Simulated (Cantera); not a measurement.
A closed system holds: 1 mol borazine, 1.9 mol O₂, 120 mol N₂, 0.14 mol H₂O, held at 2375 K and 0.00133 bar.

Method: chemical equilibrium by Gibbs-energy minimisation in Cantera with the NASA 1993 tables (ideal gas, pure condensed phases). Candidate condensed phases: B, BN, B₂O₃, B₃O₃H₃, H₂O; 39 gas species. The feed counts by its element totals alone. Equilibrium is a limit: real reactors are often held back by kinetics, nucleation or transport.

Base state: N₂ 0.937, H 0.0315, BO 0.0174, H₂ 0.00666, BO₂ 0.00174, HBO₂ 0.00171, O 0.00146, B₂O₃ 0.000929 (mole fractions); condensed: gas only.

### Question
What changes in the equilibrium state with this change: borazine replaced by BCl₃?

### Answer
```
species    before     after
-------  --------  --------
N₂          0.937     0.950
Cl              0    0.0234
O         0.00146    0.0113
H          0.0315   0.00152
BO         0.0174   0.00395
HCl             0  0.000333
BOCl            0   6.43e-5
H₂        0.00666   1.54e-5
HBO      0.000347   3.79e-6
```
The tables' values for BOCl are old estimates; treat these amounts as uncertain. Further candidate phases: NH₄Cl.

### Question
What changes in the equilibrium state with this change: borazine replaced by BF₃?

### Answer
```csv
species,before,after
N₂,0.937,0.957
F,0,0.0136
O,0.00146,0.0130
H,0.0315,3.57e-5
BO,0.0174,9.80e-6
BOF,0,0.00787
HF,0,0.00219
H₂,0.00666,8.53e-9
```
The tables' values for BF₂ are old estimates; treat these amounts as uncertain.

### Question
What changes in the equilibrium state with this change: H₂O from 0.14 to 9.6 mol?

### Answer
```
species    before    after
-------  --------  -------
N₂          0.937    0.840
H          0.0315   0.0621
H₂        0.00666   0.0259
H₂O      0.000545   0.0210
O         0.00146   0.0145
BO         0.0174  0.00490
HBO₂      0.00171  0.00939
O₂        4.97e-5  0.00487
OH       0.000459  0.00897
B₂O₂      3.08e-5  2.43e-6
NO       0.000306  0.00287
```
